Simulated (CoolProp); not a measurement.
n-nonane along the isotherm 326.85 °C: Z from the reference equation and from simpler models built on Tc = 321.4 °C, pc = 2282 kPa, ω = 0.443; each cubic takes its own stable root.

Computed with CoolProp (reference Helmholtz-energy equation of state, Lemmon 2006). It is a short technical equation, of lower accuracy than the large ones.

```tsv
p (kPa)	phase	reference
36.1	gas	0.9946
53	gas	0.9921
77.7	gas	0.9884
114	gas	0.9829
167	gas	0.9748
246	gas	0.9626
361	gas	0.9443
530	gas	0.9164
777	gas	0.8732
1140	gas	0.8029
1670	gas	0.6779
2460	supercritical	0.2647
3610	supercritical	0.2405
5300	supercritical	0.3227
7770	supercritical	0.4434
11400	supercritical	0.6152
```

Problem. How far does each simpler model (van der Waals, Redlich-Kwong, Soave-Redlich-Kwong, Peng-Robinson) lie from the reference over these 16 states: mean and median of the absolute difference, and the worst?

Solution. 
- van der Waals: mean 14.5 %, median 1.7 %, worst +51.6 % at 326.85 °C and 3610 kPa
- Redlich-Kwong: mean 6.1 %, median 0.4 %, worst +26.5 % at 326.85 °C and 3610 kPa
- Soave-Redlich-Kwong: mean 7.2 %, median 0.5 %, worst +28.1 % at 326.85 °C and 3610 kPa
- Peng-Robinson: mean 3.6 %, median 0.5 %, worst +16.6 % at 326.85 °C and 2460 kPa
